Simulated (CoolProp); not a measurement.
2000 sccm (0 °C, 1 atm) of nitrogen bubbles through liquid octamethyltrisiloxane (MDM) at 333.8 K and leaves saturated at a total pressure of 0.0815 MPa (ideal gas phase). Each further row changes one setting.

Computed with CoolProp (reference Helmholtz-energy equation of state, Thol 2017).

```json
[
 {"case": "as stated", "vapour pressure (kPa)": "3.77", "mole fraction of vapour": "___", "delivery (mg/min)": "___", "delivery (sccm)": "96.9", "change of delivery for a bath 1 K warmer (%)": "___"},
 {"case": "bath temperature 338.8 K", "vapour pressure (kPa)": "4.79", "mole fraction of vapour": "___", "delivery (mg/min)": "1320", "delivery (sccm)": "___", "change of delivery for a bath 1 K warmer (%)": "5.1"},
 {"case": "total pressure 0.163 MPa", "vapour pressure (kPa)": "3.77", "mole fraction of vapour": "0.0231", "delivery (mg/min)": "___", "delivery (sccm)": "47.3", "change of delivery for a bath 1 K warmer (%)": "5.1"}
]
```

**Question.** Complete the blanks.

**Answer.** 
- as stated, mole fraction of vapour: 0.0462
- as stated, delivery (mg/min): 1020
- as stated, change of delivery for a bath 1 K warmer (%): 5.3
- bath temperature 338.8 K, mole fraction of vapour: 0.0587
- bath temperature 338.8 K, delivery (sccm): 125
- total pressure 0.163 MPa, delivery (mg/min): 499
